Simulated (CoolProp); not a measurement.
Propylene at 361.91 K and 7.55 MPa flows at 0.92 m/s in a round tube of 20 mm bore and 1.5 µm roughness, fully developed (64/Re and Nu = 3.66 if laminar; Colebrook and Gnielinski if turbulent). Each further row changes one setting.

Values from CoolProp's reference Helmholtz-energy equation of state, Lemmon 2013.

| case | Reynolds number | Darcy friction factor | pressure drop (Pa/m) | heat-transfer coefficient (W/(m² K)) | mass flow (kg/h) |
|---|---|---|---|---|---|
| as stated | 128000 | 0.0176 | 149 | 1920 | 417 |
| velocity 1.84 m/s | 256000 | 0.0156 | 529 | 3490 | 834 |
| diameter 40 mm | 256000 | 0.0153 | 64.7 | 1710 | 1670 |

Viscosity comes from a separate model (Huber 2003), an estimate that may be off by 10 % or more. Thermal conductivity comes from a separate model (Huber 2003), an estimate that may be off by 10 % or more.
